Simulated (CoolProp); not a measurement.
Vapour-liquid equilibrium of cyclopropane (1) + R134a (2) at 56.45 °C; x and y are mole fractions of (1).

The numbers come from the multi-fluid Helmholtz-energy mixture model, Polt 1992 and Tillner-Roth 1994; pair parameters Bell 2016 in CoolProp. This equation is an older, rougher fit; its heat capacities, sound speeds and derivatives of the liquid may be far off and weren't checked against measurements.

Task: Give the bubble pressure and the first vapour's composition at x = 0.2, 0.8, 0.95. Is there an azeotrope?

Result: x = 0.2: 1.864 MPa, y = 0.278; x = 0.8: 1.910 MPa, y = 0.717; x = 0.95: 1.681 MPa, y = 0.900. y crosses x between x = 0.5 and 0.65: the model has an azeotrope there.

Pair parameters are fitted to limited data, so mixtures are less certain than the pure fluids.
